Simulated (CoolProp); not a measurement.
Values from CoolProp's reference Helmholtz-energy equation of state, Lemmon 2006. It is a short technical equation, of lower accuracy than the large ones.

Q: For acetone, give the phase and the cv (kJ/(kg K)), Joule-Thomson coefficient (K/MPa), isothermal compressibility (1/MPa), expansivity (1/kK) at 550 K and 14.1 MPa; 550 K and 32.8 MPa; 550 K and 37.5 MPa.

A: 
- 550 K and 14.1 MPa: supercritical; cv 2.09, Joule-Thomson coefficient 1.06, isothermal compressibility 0.0241, expansivity 4.56
- 550 K and 32.8 MPa: supercritical; cv 2.06, Joule-Thomson coefficient 0.0514, isothermal compressibility 0.00590, expansivity 1.96
- 550 K and 37.5 MPa: supercritical; cv 2.05, Joule-Thomson coefficient -0.0160, isothermal compressibility 0.00496, expansivity 1.77
